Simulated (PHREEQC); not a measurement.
Consider water at 25 °C with 49.5 mmol/kgw NaHCO3 and 180 mmol/kgw NaOH. Closed to the air; pH follows from the charge balance.

Equilibrium calculation in PHREEQC: ion-association model, wateq4f.dat.

Task: The ionic strength comes out as 0.227 mol/kgw. What activity coefficients do HCO3-, CO3-2, OH-, NaCO3-, Na+ get?

Result: HCO3- 0.74, CO3-2 0.30, OH- 0.70, NaCO3- 0.74, Na+ 0.74.

No solid was allowed to form.
